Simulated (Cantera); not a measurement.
Feed: 1 mol SiCl₄, 0.044 mol HCl, 26 mol H₂, at 0.0160 bar.

Method: chemical equilibrium by Gibbs-energy minimisation in Cantera with the NASA 1993 tables (ideal gas, pure condensed phases). Candidate condensed phases: Si; 19 gas species. Equilibrium is a limit: real reactors are often held back by kinetics, nucleation or transport.

Q: What share of the Si ends up in condensed phases as a function of T (°C), at 800, 850, 900, 950, 1000, 1050, 1100, 1150?

A: 
```tsv
T (°C)	Si condensed (%)	as
800	15.6	Si(s)
850	20.5	Si(s)
900	24.1	Si(s)
950	25.7	Si(s)
1000	25.8	Si(s)
1050	25.0	Si(s)
1100	23.9	Si(s)
1150	22.7	Si(s)
```
